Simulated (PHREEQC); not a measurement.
Solution (65 °C): 0.0046 mol/kgw NaHSO4, 0.0016 mol/kgw K2HPO4 and 0.0014 mol/kgw NaCl. Closed to the air; pH follows from the charge balance.

Computed with PHREEQC (ion-association model, phreeqc.dat).

Q: The ionic strength comes out as 0.0142 mol/kgw. What activity coefficients do Na+, H+, K+, HSO4-, SO4-2 get?

A: Na+ 0.88, H+ 0.90, K+ 0.87, HSO4- 0.88, SO4-2 0.60.

This is a speciation only: nothing precipitates in the calculation. Away from 25 °C the constants follow the database's enthalpies or fits; those with neither stay at their 25 °C values.
